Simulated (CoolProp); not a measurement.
A Linde-Hampson liquefier for nitrogen: isothermal reversible compression at 280 K from 1 atm to 25 MPa, throttling to 1 atm, return gas leaving the recuperator 0 K below the feed. Each further row changes one setting.

Values from CoolProp's reference Helmholtz-energy equation of state, Span 2000.

```csv
case,liquid yield per pass,compression work (kJ/kg of gas)
as stated,0.103,457
high pressure 50 MPa,0.110,527
warm-end temperature 310 K,0.075,510
warm-end gap 5 K,0.091,457
```
